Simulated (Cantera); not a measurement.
Premixed flame

A freely propagating, adiabatic, planar premixed flame of 4.79 % C3H8, 25.8 % O2, 69.4 % N2, unburnt at 625 K and 10.0 bar; mixture-averaged transport, grid criteria slope 0.08 and curve 0.16, no radiation.

Computed with Cantera and GRI-Mech 3.0 (53 species, 325 reactions). GRI-Mech 3.0 was tuned for natural gas; its chemistry of propane as a main component is partial and can be far from experiment. Burning velocities carry a grid error of a few per cent, more on coarse grids.

```
z (mm)    T (K)  u (m/s)    x C3H8    x O2    x CH2O    x C2H4      x OH    x C2H6
--------  -----  -------  --------  ------  --------  --------  --------  --------
-0.0866     625     1.47    0.0479   0.257   3.40e-7   5.62e-7     <1e-8   2.78e-8
-0.0577     627     1.47    0.0478   0.257   8.29e-6   1.39e-5     <1e-8   8.17e-7
-0.0433     633     1.49    0.0477   0.256   3.80e-5   6.46e-5     <1e-8   4.10e-6
-0.0289     678     1.61    0.0470   0.249  0.000323  0.000570   3.83e-7   4.32e-5
-0.0144    1035     2.52    0.0362   0.208   0.00264   0.00612   3.26e-5  0.000653
-0.00722   1486     3.75    0.0147   0.155   0.00344    0.0115  0.000389   0.00104
0          1954     5.05  0.000635  0.0987   0.00134   0.00508   0.00317  0.000166
0.00722    2198     5.69   9.72e-7  0.0646  0.000190  0.000327   0.00894   1.40e-6
0.0144     2302     5.93     <1e-8  0.0499   1.75e-5   7.93e-6    0.0126     <1e-8
0.0289     2422     6.18     <1e-8  0.0394   1.05e-7     <1e-8    0.0143     <1e-8
0.0577     2547     6.44     <1e-8  0.0328     <1e-8     <1e-8    0.0136     <1e-8
0.115      2643     6.64     <1e-8  0.0283     <1e-8     <1e-8    0.0122     <1e-8
0.231      2688     6.73     <1e-8  0.0260     <1e-8     <1e-8    0.0113     <1e-8
```
x: mole fraction of selected species; z is measured from the peak of heat release.

```json
{
 "laminar_burning_velocity": "146 cm/s",
 "thermal_thickness": "0.0289 mm",
 "peak x(CH2O)": "0.00352",
 "peak x(C2H4)": "0.0116",
 "peak x(OH)": "0.0143",
 "peak x(C2H6)": "0.00108"
}
```
